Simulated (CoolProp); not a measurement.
200 sccm (0 °C, 1 atm) of nitrogen bubbles through liquid tetrahydrofuran at 317.8 K and leaves saturated at a total pressure of 0.15 MPa (ideal gas phase). Each further row changes one setting.

Computed with CoolProp (reference Helmholtz-energy equation of state, Fiedler 2023).

```json
[
 {"case": "as stated", "vapour pressure (kPa)": "48.1", "mole fraction of vapour": "0.321", "delivery (mg/min)": "304", "delivery (sccm)": "94.5", "change of delivery for a bath 1 K warmer (%)": "5.7"},
 {"case": "bath temperature 322.8 K", "vapour pressure (kPa)": "57.9", "mole fraction of vapour": "0.386", "delivery (mg/min)": "(withheld)", "delivery (sccm)": "126", "change of delivery for a bath 1 K warmer (%)": "6.2"},
 {"case": "total pressure 0.3 MPa", "vapour pressure (kPa)": "48.1", "mole fraction of vapour": "(withheld)", "delivery (mg/min)": "123", "delivery (sccm)": "38.2", "change of delivery for a bath 1 K warmer (%)": "(withheld)"}
]
```

Problem. Some entries are withheld; supply them.

Solution. 
- bath temperature 322.8 K, delivery (mg/min): 405
- total pressure 0.3 MPa, mole fraction of vapour: 0.160
- total pressure 0.3 MPa, change of delivery for a bath 1 K warmer (%): 4.6
